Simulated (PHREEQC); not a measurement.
Make-up at 10 °C: 0.0054 mol NaHS per kg of water. Closed to the air; pH follows from the charge balance.

Equilibrium calculation in PHREEQC: ion-association model, wateq4f.dat.

| quantity | before | after |
|---|---|---|
| pH | 9.66 | 3.20 |
| ionic strength (mol/kgw) | 0.00540 | 0.0165 |

Q: Which change was made?
A) NaHS from 0.0054 to 0.0108 mol/kgw
B) NaHS replaced by Na2SiF6 at the same molality
C) 0.0051 mol/kgw H2SO4 added
D) NaHS from 0.0054 to 0.0027 mol/kgw
E) NaHS replaced by NaHCO3 at the same molality

A: B, NaHS replaced by Na2SiF6 at the same molality

Precipitation was switched off in this run. Some of these states are supersaturated (in Quartz (slow to form), Chalcedony (slow to form), for instance). At this temperature some constants are extrapolated from 25 °C, and those without enthalpy data are left unchanged. SiF6-2 is the database's only silicon fluoride.
